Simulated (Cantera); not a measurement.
A freely propagating, adiabatic, planar premixed flame of 8.05 % CH₄, 18.7 % O₂, 70.3 % N₂, 2.90 % CO₂, unburnt at 350 K and 7.70 atm; mixture-averaged transport, grid criteria slope 0.08 and curve 0.16, no radiation.

Detailed kinetics in Cantera: GRI-Mech 3.0 (53 species, 325 reactions). Burning velocities carry a grid error of a few per cent, more on coarse grids.

Question: Predict: laminar burning velocity; thermal thickness; peak x(C₂H); peak x(C₂H₆).

Answer: 
- laminar burning velocity = 12.8 cm/s
- thermal thickness = 0.152 mm
- peak x(C₂H) = 5.29e-8
- peak x(C₂H₆) = 0.000449
